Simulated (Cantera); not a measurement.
## Low-pressure radical oxidation in H2/O2

An isothermal, constant-pressure homogeneous reactor starts with H2 : O2 = 0.5 : 1 (molar parts), equivalence ratio 0.25, at 1448 K and 0.0110 bar.

Detailed kinetics in Cantera: GRI-Mech 3.0 (53 species, 325 reactions). Radical loss at walls, strong at low pressure, is not modelled. The temperature is held fixed by assumption; the heat of reaction is taken as removed at once.

```
t (s)         x H2   x O2     x H2O    x H2O2    x HO2
--------  --------  -----  --------  --------  -------
6.00e-6      0.333  0.667  9.91e-10  2.02e-11  4.89e-8
2.38e-5      0.333  0.667   4.62e-8  3.14e-10  1.93e-7
9.42e-5      0.333  0.667   2.64e-6   4.73e-9  7.63e-7
0.000373     0.315  0.657    0.0126   3.52e-8  2.06e-6
0.00148     0.0253  0.485     0.239   2.23e-7  4.71e-6
0.00586     0.0232  0.501     0.263   2.43e-7  5.10e-6
0.0232      0.0139  0.548     0.332   2.75e-7  5.91e-6
0.0921     0.00174  0.593     0.391   1.37e-7  3.19e-6
0.365     0.000109  0.599     0.399   3.10e-8  4.40e-7
1.45       1.33e-5  0.600     0.400   8.30e-9  1.62e-7
5.73       4.75e-6  0.600     0.400   5.01e-9  1.86e-7
22.7       4.56e-6  0.600     0.400   4.94e-9  1.88e-7
90.0       4.56e-6  0.600     0.400   4.94e-9  1.88e-7
```
x: mole fraction; the columns are a selection and need not sum to one.

Equilibrium at this temperature and pressure: H2 4.56e-6, O2 0.600, H2O 0.400, H2O2 4.94e-9, HO2 1.88e-7 (gas phase only).
